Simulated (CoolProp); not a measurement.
Vapour-liquid equilibrium of carbon dioxide (1) + neopentane (2) at 278.9 K; x and y are mole fractions of (1).

Values from CoolProp's multi-fluid Helmholtz-energy mixture model, Span 1996 and Lemmon 2006; pair parameters Bell 2016.

### Question
Give the bubble pressure and the first vapour's composition at x = 0.5, 0.65, 0.8. Is there an azeotrope?

### Answer
x = 0.5: 2215 kPa, y = 0.957; x = 0.65: 2638 kPa, y = 0.966; x = 0.8: 3109 kPa, y = 0.976. No azeotrope shows between x = 0.05 and 0.95.

The pair parameters rest on a limited set of measurements; away from them the model extrapolates. The gap from Raoult's law changes sign with composition, which may be real or a fault of the pair parameters; it wasn't checked against measurements.
